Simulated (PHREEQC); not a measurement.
0.019 g of hydrous ferric oxide (600 m²/g; 0.2 weak and 0.005 strong sites per Fe, Dzombak-Morel constants, diffuse double layer) in 1 kg of water with 0.1 mol/kgw of an inert sodium salt, at 25 °C; the pH is set by adding NaOH or the inert anion's acid. Oxygen is held at 0.21 atm. The system is closed to CO2. Precipitation was switched off in this run.

Computed with PHREEQC (ion-association model, wateq4f.dat).

```json
[
 {"pH": "3", "surface charge σ (C/m²)": "0.363", "surface potential ψ (mV)": "153"},
 {"pH": "3.38", "surface charge σ (C/m²)": "0.354", "surface potential ψ (mV)": "152"},
 {"pH": "3.75", "surface charge σ (C/m²)": "[?]", "surface potential ψ (mV)": "149"},
 {"pH": "4.5", "surface charge σ (C/m²)": "0.272", "surface potential ψ (mV)": "138"},
 {"pH": "4.88", "surface charge σ (C/m²)": "[?]", "surface potential ψ (mV)": "129"},
 {"pH": "5.25", "surface charge σ (C/m²)": "0.186", "surface potential ψ (mV)": "119"},
 {"pH": "5.62", "surface charge σ (C/m²)": "0.146", "surface potential ψ (mV)": "107"},
 {"pH": "6.38", "surface charge σ (C/m²)": "0.082", "surface potential ψ (mV)": "79"},
 {"pH": "6.75", "surface charge σ (C/m²)": "0.058", "surface potential ψ (mV)": "63"},
 {"pH": "7.12", "surface charge σ (C/m²)": "[?]", "surface potential ψ (mV)": "[?]"},
 {"pH": "7.5", "surface charge σ (C/m²)": "0.022", "surface potential ψ (mV)": "[?]"},
 {"pH": "8.25", "surface charge σ (C/m²)": "-0.005", "surface potential ψ (mV)": "[?]"},
 {"pH": "8.62", "surface charge σ (C/m²)": "-0.018", "surface potential ψ (mV)": "[?]"},
 {"pH": "9", "surface charge σ (C/m²)": "-0.034", "surface potential ψ (mV)": "-42"}
]
```

Task: Some entries are withheld; supply them.

Result: 
- 3.75, surface charge σ (C/m²): 0.338
- 4.88, surface charge σ (C/m²): 0.229
- 7.12, surface charge σ (C/m²): 0.039
- 7.12, surface potential ψ (mV): 47
- 7.5, surface potential ψ (mV): 29
- 8.25, surface potential ψ (mV): -7
- 8.62, surface potential ψ (mV): -25

The oxide is taken as insoluble; below pH 4 it would dissolve.
